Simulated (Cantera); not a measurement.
# Carbothermic reduction: CuO + C + CO

Charge: 1 mol CuO, a varied amount of C, 0.53 mol CO, at 2673 K and 13300 Pa.

These are equilibrium values from Cantera (NASA tables, ideal gas, pure condensed phases), not measurements of a reactor. Candidate condensed phases: C, Cu, CuO, Cu2O; 15 gas species. Kinetics and transport are ignored.

| n(C) (mol) | x CO | x Cu | x CO2 | x O2 | x O | x CuO | n C(graphite) |
|---|---|---|---|---|---|---|---|
| 0.41 | 0.259 | 0.485 | 0.202 | 0.0344 | 0.0163 | 0.00213 | 0 |
| 0.7 | 0.428 | 0.441 | 0.118 | 0.00430 | 0.00578 | 0.000685 | 0 |
| 1 | 0.605 | 0.394 | 1.28e-6 | <1e-12 | 4.41e-8 | 4.67e-9 | 0 |
| 1.3 | 0.605 | 0.394 | 1.20e-7 | <1e-12 | 4.14e-9 | 4.38e-10 | 0.300 |
| 1.6 | 0.605 | 0.394 | 1.20e-7 | <1e-12 | 4.14e-9 | 4.38e-10 | 0.600 |
| 1.9 | 0.605 | 0.394 | 1.20e-7 | <1e-12 | 4.14e-9 | 4.38e-10 | 0.900 |
| 2.2 | 0.605 | 0.394 | 1.20e-7 | <1e-12 | 4.14e-9 | 4.38e-10 | 1.20 |
| 2.5 | 0.605 | 0.394 | 1.20e-7 | <1e-12 | 4.14e-9 | 4.38e-10 | 1.50 |
| 2.7 | 0.605 | 0.394 | 1.20e-7 | <1e-12 | 4.14e-9 | 4.38e-10 | 1.70 |
| 3 | 0.605 | 0.394 | 1.20e-7 | <1e-12 | 4.14e-9 | 4.38e-10 | 2.00 |
| 3.3 | 0.605 | 0.394 | 1.20e-7 | <1e-12 | 4.14e-9 | 4.38e-10 | 2.30 |
x: gas mole fraction; n: condensed amount in mol.

From 0.41 mol C to 1 mol C nothing is condensed. From 1.3 mol C to 3.3 mol C the condensed part is C(graphite). The main Cu-bearing gas is Cu throughout.
